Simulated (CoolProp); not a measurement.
Values from CoolProp's reference Helmholtz-energy equation of state, Thol 2019.

Q: For n-hexane, give the phase and the viscosity (µPa s), Prandtl number at 541.7 K and 1.18 bar.

A: 
- 541.7 K and 1.18 bar: gas; viscosity 11.3, Prandtl number 0.745

Viscosity comes from a separate model (Michailidou 2013). Thermal conductivity comes from a separate model (Assael 2013).
